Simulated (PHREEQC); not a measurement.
Acid rinse or clean: an equilibrium model

Dissolve 0.011 mol HNO3 and 0.32 mol CuCl2 per kg of water at 40 °C. Closed to the air; pH follows from the charge balance.

Computed with PHREEQC (ion-association model, phreeqc.dat).

The pH comes out as 2.08. The ionic strength comes out as 0.705 mol/kgw. The activity of water is 0.986, the density is 1.030 g/cm³ and the total alkalinity is -11.0 meq/kg.

```csv
species,molality,activity,log γ
Cl-,0.501,0.311,-0.207
Cu+2,0.193,0.0423,-0.660
CuCl+,0.115,0.0712,-0.208
CuCl2,0.0118,0.0139,0.071
H+,0.0110,0.00823,-0.126
NO3-,0.0110,0.00633,-0.240
CuCl3-,3.19e-5,1.97e-5,-0.208
```

Precipitation was switched off in this run. Ionic strength above about 0.7 mol/kgw puts this run outside the model's range. Constants without temperature data keep their 25 °C values here.
